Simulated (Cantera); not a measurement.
## Counterflow diffusion flame

A counterflow diffusion flame at 1.09 atm, nozzles 20 mm apart: fuel side CH4 : C2H6 = 1 : 0.12 (molar parts) at 623 K, oxidiser side O2 : N2 = 0.24 : 0.76 (molar parts) at 473 K, fuel mass flux 0.68 times the oxidiser's; mixture-averaged transport, no radiation.

Detailed kinetics in Cantera: GRI-Mech 3.0 (53 species, 325 reactions). GRI-Mech 3.0 has no aromatics or soot, which form on the fuel side of real flames. The maximum strain rate includes the flame's own expansion and is several times the mean.

```tsv
oxidiser flux (kg/m²/s)	max strain (1/s)	mean strain (1/s)	T max (K)	peak x OH	peak x H	peak x NO	peak x CO	peak x C2H2
0.28	202	42.8	2256	0.0112	0.00519	0.000414	0.0737	0.0241
0.34	239	52.0	2245	0.0112	0.00534	0.000394	0.0727	0.0235
0.41	282	62.7	2236	0.0112	0.00549	0.000377	0.0719	0.0230
0.5	337	76.5	2226	0.0112	0.00564	0.000359	0.0710	0.0223
0.62	409	94.8	2216	0.0111	0.00581	0.000339	0.0702	0.0217
0.75	486	115	2209	0.0111	0.00597	0.000322	0.0697	0.0211
0.92	587	141	2201	0.0111	0.00615	0.000304	0.0692	0.0206
1.1	690	168	2192	0.0111	0.00627	0.000286	0.0687	0.0200
1.4	861	214	2180	0.0109	0.00644	0.000261	0.0682	0.0192
1.7	1030	260	2169	0.0108	0.00656	0.000239	0.0678	0.0185
```
x: mole fraction; the columns are a selection and need not sum to one.
